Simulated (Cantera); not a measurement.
What does this Cantera script print?

```python
import numpy as np
import cantera as ct

gas_names = """
    H HO2 H2 H2O H2O2 Li LiH LiO LiOH Li2 Li2O Li2O2 Li2O2H2 O OH O2 O3
""".split()
cond_names = """
    H2O(s) H2O(L) Li(cr) Li(L) LiH(s) LiH(L) LiOH(s) LiOH(L) Li2O(s) Li2O(L)
""".split()


# ... load() reads the species with a 1 bar reference pressure and builds the phases ...
atoms = {
    'LiOH': {'Li': 1, 'O': 1, 'H': 1},
    'H2': {'H': 2},
}
top_T = {}  # K; cautious upper limits of use, not melting points


# ... equilibrate(T, P, feed) seeds the gas with the atoms and calls Mixture.equilibrate('TP', solver="vcs", rtol=1e-11, max_steps=5000) ...
results = []
feed = {'LiOH': 1, 'H2': 0.03}  # mol
T = 1425  # K
P = 350000  # Pa
mix = equilibrate(T, P, feed)
results.append((T, P, feed, dict(zip(mix.species_names, mix.species_moles))))
print(gas.report(threshold=0.0001))
for i in range(1, mix.n_phases):
    print(f"{mix.phase(i).name:16s} {mix.phase_moles(i):12.5e} mol")
```

Output:

```
       temperature   1425 K
          pressure   3.5e+05 Pa
           density   0.23934 kg/m^3
  mean mol. weight   8.1021 kg/kmol
   phase of matter   gas

                          1 kg             1 kmol
                     ---------------   ---------------
          enthalpy       -6.5959e+06       -5.3441e+07  J
   internal energy       -8.0582e+06       -6.5289e+07  J
           entropy             24646        1.9969e+05  J/K
    Gibbs function       -4.1717e+07       -3.3799e+08  J
 heat capacity c_p            4640.9             37601  J/K
 heat capacity c_v            3614.7             29287  J/K

                      mass frac. Y      mole frac. X     chem. pot. / RT
                     ---------------   ---------------   ---------------
                H2           0.15474           0.62187           -17.677
               H2O           0.82957           0.37309            -46.23
              LiOH          0.014033         0.0047478           -53.927
           Li2O2H2         0.0016597        0.00028077           -107.85
     [  +13 minor]        4.0194e-06        6.6969e-06

Li(L)             0.00000e+00 mol
LiH(L)            0.00000e+00 mol
LiOH(L)           9.63747e-01 mol
Li2O(s)           1.79983e-02 mol
```

These are equilibrium values from Cantera (NASA tables, ideal gas, pure condensed phases), not measurements of a reactor. Mutual solubility and eutectic melting of coexisting phases are not modelled.
